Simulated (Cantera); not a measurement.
**Reactions in the system H-O-S-Si**

Standard-state values (1 bar) from the NASA 1993 polynomials, evaluated with Cantera. Values are per mole of reaction as written; species without (g) are pure solids or liquids, kept so even where they would boil at 1 bar.

2 H2O(g) + 2 Si(g) = 2 SiH2(g) + O2(g)

| T (K) | ΔH° (kJ) | ΔS° (J/K) | ΔG° (kJ) | log10 K |
|---|---|---|---|---|
| 1148 | 86.7 | -79.5 | 178.0 | -8.10 |
| 1198 | 87.7 | -78.6 | 181.9 | -7.93 |
| 1248 | 88.7 | -77.8 | 185.8 | -7.78 |
| 1298 | 89.7 | -77.1 | 189.7 | -7.63 |
| 1348 | 90.6 | -76.4 | 193.6 | -7.50 |
| 1398 | 91.4 | -75.8 | 197.4 | -7.37 |
| 1448 | 92.2 | -75.2 | 201.1 | -7.26 |

SiO(g) = O(g) + Si

| T (K) | ΔH° (kJ) | ΔS° (J/K) | ΔG° (kJ) | log10 K |
|---|---|---|---|---|
| 1148 | 359.8 | -15.3 | 377.4 | -17.17 |
| 1198 | 360.4 | -14.8 | 378.2 | -16.49 |
| 1248 | 361.1 | -14.3 | 378.9 | -15.86 |
| 1298 | 361.7 | -13.8 | 379.6 | -15.28 |
| 1348 | 362.3 | -13.4 | 380.3 | -14.74 |
| 1398 | 362.9 | -12.9 | 381.0 | -14.23 |
| 1448 | 363.5 | -12.5 | 381.6 | -13.76 |

SiH4(g) + 2 SO2(g) + 3 Si(g) = 2 H2S(g) + 4 SiO(g)

```tsv
T (K)	ΔH° (kJ)	ΔS° (J/K)	ΔG° (kJ)	log10 K
1148	-1247.4	33.7	-1286.1	58.52
1198	-1248.5	32.8	-1287.8	56.15
1248	-1249.7	31.8	-1289.4	53.97
1298	-1250.8	30.9	-1291.0	51.95
1348	-1252.0	30.1	-1292.5	50.08
1398	-1253.1	29.2	-1294.0	48.35
1448	-1254.3	28.4	-1295.4	46.73
```
